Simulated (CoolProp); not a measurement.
Nitrous oxide along the isotherm -78.15 °C: Z from the reference equation and from simpler models built on Tc = 36.4 °C, pc = 72.45 bar, ω = 0.161; each cubic takes its own stable root.

Computed with CoolProp (reference Helmholtz-energy equation of state, Lemmon 2006). It is a short technical equation, of lower accuracy than the large ones.

| p (bar) | phase | reference |
|---|---|---|
| 0.573 | gas | 0.9882 |
| 1.18 | gas | 0.9749 |
| 2.42 | liquid | 0.005476 |
| 4.96 | liquid | 0.01122 |
| 10.2 | liquid | 0.02306 |
| 20.9 | liquid | 0.04717 |
| 43 | liquid | 0.09678 |
| 88.2 | liquid | 0.1974 |

Q: How far does each simpler model (van der Waals, Soave-Redlich-Kwong) lie from the reference over these 8 states: mean and median of the absolute difference, and the worst?

A: 
- van der Waals: mean 3263.8 %, median 59.6 %, worst +17619.1 % at -78.15 °C and 2.42 bar
- Soave-Redlich-Kwong: mean 5.6 %, median 7.4 %, worst +7.5 % at -78.15 °C and 2.42 bar

At some of these states van der Waals gives the other phase, because its saturation line lies elsewhere.
